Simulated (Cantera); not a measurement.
Cantera run:

```python
import numpy as np
import cantera as ct

gas_names = """
    CL CL2 H HCL H2 N NH NH2 NH3 N2 N2H2 N2H4 Si SiCL SiCL2 SiCL3 SiCL4 SiH SiHCL3 SiH2 SiH2CL2 SiH3
    SiH3CL SiH4 SiN Si2 Si2N Si3
""".split()
cond_names = """
    NH4CL(a) NH4CL(b) Si(cr) Si(L) Si3N4(a)
""".split()


# ... load() reads the species with a 1 bar reference pressure and builds the phases ...
atoms = {
    'SiCl4': {'Si': 1, 'CL': 4},
    'NH3': {'N': 1, 'H': 3},
}
top_T = {'Si3N4(a)': 2400}  # K; cautious upper limits of use, not melting points


# ... equilibrate(T, P, feed) seeds the gas with the atoms and calls Mixture.equilibrate('TP', solver="vcs", rtol=1e-11, max_steps=5000) ...
results = []
T = 2123  # K
P = 5.3  # Pa
for m in [0.8, 0.98, 1.2, 1.5, 1.8, 2.3, 2.8, 3.4, 4.2, 5.2]:
    feed = {'SiCl4': 1, 'NH3': m}  # mol
    mix = equilibrate(T, P, feed)
    results.append((T, P, feed, dict(zip(mix.species_names, mix.species_moles))))

top = {s: max(r[3][s] / sum(r[3][g] for g in gas_names) for r in results) for s in gas_names}
cols = sorted((s for s in top if top[s] > 1e-05), key=lambda s: -top[s])[:7]
seen = [c for c in cond_names if any(r[3].get(c, 0) > 1e-12 for r in results)]
print("log10 of partial pressures in bar; condensed amounts in mol")
print(f"{'n(NH3)':>10s}" + "".join(f"{s[:9]:>10s}" for s in cols + seen))
for T, P, feed, n in results:
    ng = sum(n[g] for g in gas_names)
    print(f"{feed['NH3']:10.4g}" + "".join(f"{np.log10(max(n[s] / ng * P / 1e5, 1e-99)):10.3f}" for s in cols)
          + "".join(f"{n.get(c, 0):10.4g}" for c in seen))
```

Result:

```
log10 of partial pressures in bar; condensed amounts in mol
    n(NH3)        CL        H2         H       HCL        N2        Si     SiCL2
       0.8    -4.720    -5.569    -5.230    -4.925    -5.414    -5.263    -5.455
      0.98    -4.767    -5.447    -5.169    -4.911    -5.360    -5.263    -5.548
       1.2    -4.817    -5.336    -5.113    -4.906    -5.311    -5.268    -5.655
       1.5    -4.877    -5.226    -5.058    -4.911    -5.261    -5.282    -5.789
       1.8    -4.930    -5.146    -5.018    -4.923    -5.224    -5.300    -5.911
       2.3    -5.005    -5.052    -4.971    -4.951    -5.180    -5.334    -6.095
       2.8    -5.069    -4.986    -4.938    -4.982    -5.149    -5.369    -6.258
       3.4    -5.135    -4.929    -4.910    -5.020    -5.121    -5.410    -6.431
       4.2    -5.210    -4.876    -4.883    -5.068    -5.094    -5.462    -6.633
       5.2    -5.288    -4.830    -4.860    -5.124    -5.071    -5.521    -6.849
```

Equilibrium computed with Cantera from the NASA thermochemical tables; the gas is ideal and each condensed phase is pure. The tables' values for SiCl, SiCl3, SiN are old estimates; treat these amounts as uncertain.
